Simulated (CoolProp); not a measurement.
Values from CoolProp's reference Helmholtz-energy equation of state, Gao 2022.

Q: For n-perfluorohexane, give the phase and the Z, cv (kJ/(kg K)), isothermal compressibility (1/MPa), expansivity (1/kK) at 57.15 °C and 0.06 MPa; 25.35 °C and 9.34 MPa.

A: 
- 57.15 °C and 0.06 MPa: gas; Z 0.964, cv 0.842, isothermal compressibility 17.3, expansivity 3.43
- 25.35 °C and 9.34 MPa: liquid; Z 0.742, cv 0.853, isothermal compressibility 0.00216, expansivity 1.50
